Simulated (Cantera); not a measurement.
Input (Python, Cantera) and output of one run.

```python
import numpy as np
import cantera as ct

gas_names = """
    CL CL2 H HCL H2 N NH NH2 NH3 N2 N2H2 N2H4 Si SiCL SiCL2 SiCL3 SiCL4 SiH SiHCL3 SiH2 SiH2CL2 SiH3
    SiH3CL SiH4 SiN Si2 Si2N Si3
""".split()
cond_names = """
    NH4CL(a) NH4CL(b) Si(cr) Si(L) Si3N4(a)
""".split()


# ... load() reads the species with a 1 bar reference pressure and builds the phases ...
atoms = {
    'SiH2Cl2': {'Si': 1, 'H': 2, 'CL': 2},
    'NH3': {'N': 1, 'H': 3},
}
top_T = {'Si3N4(a)': 2400}  # K; cautious upper limits of use, not melting points


# ... equilibrate(T, P, feed) seeds the gas with the atoms and calls Mixture.equilibrate('TP', solver="vcs", rtol=1e-11, max_steps=5000) ...
results = []
T = 1525  # K
P = 1000  # Pa
for m in [3.5, 4.5, 5.7, 7.2, 9.2, 12, 15, 19, 24]:
    feed = {'SiH2Cl2': 1, 'NH3': m}  # mol
    mix = equilibrate(T, P, feed)
    results.append((T, P, feed, dict(zip(mix.species_names, mix.species_moles))))
    x = sorted(zip(gas.X, gas.species_names), reverse=True)
    print(f"T = {T:g} K  P = {P:g} Pa  n(NH3) = {m:g} mol  gas = {mix.phase_moles(0):.4g} mol")
    print("   x: " + "  ".join(f"{s} {v:.3e}" for v, s in x if v > 0.001))
    print("   condensed (mol): " + ("  ".join(f"{mix.phase(i).name} {mix.phase_moles(i):.4g}"
          for i in range(1, mix.n_phases) if mix.phase_moles(i) > 1e-12) or "none"))
```

Output:

```
T = 1525 K  P = 1000 Pa  n(NH3) = 3.5 mol  gas = 8.471 mol
   x: H2 6.459e-01  HCL 1.835e-01  N2 1.449e-01  SiCL2 2.409e-02  SiCL3 1.169e-03
   condensed (mol): Si3N4(a) 0.2613
T = 1525 K  P = 1000 Pa  n(NH3) = 4.5 mol  gas = 10.45 mol
   x: H2 6.632e-01  N2 1.627e-01  HCL 1.572e-01  SiCL2 1.593e-02
   condensed (mol): Si3N4(a) 0.2752
T = 1525 K  P = 1000 Pa  n(NH3) = 5.7 mol  gas = 12.83 mol
   x: H2 6.778e-01  N2 1.776e-01  HCL 1.334e-01  SiCL2 1.060e-02
   condensed (mol): Si3N4(a) 0.2862
T = 1525 K  P = 1000 Pa  n(NH3) = 7.2 mol  gas = 15.81 mol
   x: H2 6.904e-01  N2 1.904e-01  HCL 1.118e-01  SiCL2 6.978e-03
   condensed (mol): Si3N4(a) 0.2953
T = 1525 K  P = 1000 Pa  n(NH3) = 9.2 mol  gas = 19.79 mol
   x: H2 7.017e-01  N2 2.018e-01  HCL 9.176e-02  SiCL2 4.447e-03
   condensed (mol): Si3N4(a) 0.3032
T = 1525 K  P = 1000 Pa  n(NH3) = 12 mol  gas = 25.38 mol
   x: H2 7.119e-01  N2 2.120e-01  HCL 7.321e-02  SiCL2 2.700e-03
   condensed (mol): Si3N4(a) 0.31
T = 1525 K  P = 1000 Pa  n(NH3) = 15 mol  gas = 31.37 mol
   x: H2 7.189e-01  N2 2.190e-01  HCL 6.012e-02  SiCL2 1.764e-03
   condensed (mol): Si3N4(a) 0.3146
T = 1525 K  P = 1000 Pa  n(NH3) = 19 mol  gas = 39.37 mol
   x: H2 7.250e-01  N2 2.251e-01  HCL 4.851e-02  SiCL2 1.118e-03
   condensed (mol): Si3N4(a) 0.3184
T = 1525 K  P = 1000 Pa  n(NH3) = 24 mol  gas = 49.36 mol
   x: H2 7.299e-01  N2 2.301e-01  HCL 3.906e-02
   condensed (mol): Si3N4(a) 0.3215
```

Cantera equilibrium calculation (NASA polynomials, part measured and part estimated; ideal gas, pure solids and liquids). The tables' values for SiCl3 are old estimates; treat these amounts as uncertain.
